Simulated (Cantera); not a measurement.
A perfectly stirred reactor is fed with H2 : O2 : H2O = 0.013 : 1 : 0.057 (molar parts), equivalence ratio 0.0065, at 1800 Pa; it is held at 1025 K, and followed from long to short residence time.

Cantera simulation using the H2/O2 subset of GRI-Mech 3.0, which has no nitrogen chemistry; the numbers are that mechanism's predictions, not measurements. Radical loss at walls, strong at low pressure, is not modelled.

**Question.** Predict: x(H2) at τ = 8.30 s; x(O2) at τ = 8.30 s; x(H2O) at τ = 8.30 s; x(H2O2) at τ = 8.30 s; x(O) at τ = 8.30 s; x(H2) at τ = 78.0 ms; x(O2) at τ = 78.0 ms; x(H2O) at τ = 78.0 ms; x(H2O2) at τ = 78.0 ms; x(O) at τ = 78.0 ms.

**Answer.** 
```json
{
 "x(H2) at τ = 8.30 s": "4.20e-5",
 "x(O2) at τ = 8.30 s": "0.934",
 "x(H2O) at τ = 8.30 s": "0.0657",
 "x(H2O2) at τ = 8.30 s": "7.20e-8",
 "x(O) at τ = 8.30 s": "9.08e-5",
 "x(H2) at τ = 78.0 ms": "0.000695",
 "x(O2) at τ = 78.0 ms": "0.932",
 "x(H2O) at τ = 78.0 ms": "0.0647",
 "x(H2O2) at τ = 78.0 ms": "1.83e-7",
 "x(O) at τ = 78.0 ms": "0.00156"
}
```
